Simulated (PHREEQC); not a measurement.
FeCl3 is added in steps, without added water, to 1 kg of water holding 0.0027 mol/kgw TMAH and 0.00031 mol/kgw CO2, at 25 °C. Oxygen alone is held at its pressure in air (log pO2 = -0.68). The system is closed to CO2. Only these solids could form: Fe(OH)3(a).

Base run: PHREEQC, ion-association model, wateq4f.dat. Each further column changes one thing. The table gives pH.

```tsv
FeCl3 added (mol)	base	TMAH from 0.0027 to 0.00027 mol/kgw	no solid may form
0	11.30	7.17	11.30
0.0004	10.94	3.31	10.73
0.0007	10.16	3.12	8.84
0.0011	3.46	3.01	6.51
0.0015	3.14	2.94	4.29
0.0018	3.05	2.89	3.82
0.0022	2.97	2.82	3.53
0.0025	2.93	2.78	3.38
0.0029	2.89	2.73	3.24
0.0033	2.87	2.69	3.13
0.0036	2.85	2.67	3.06
0.004	2.83	2.63	2.98
```

(CH3)4N+ isn't in the database: it is added as a free cation with an ion size of 4 Å. In at least one series the solution becomes supersaturated in solids that the run did not let form, among them Fe(OH)3(a).
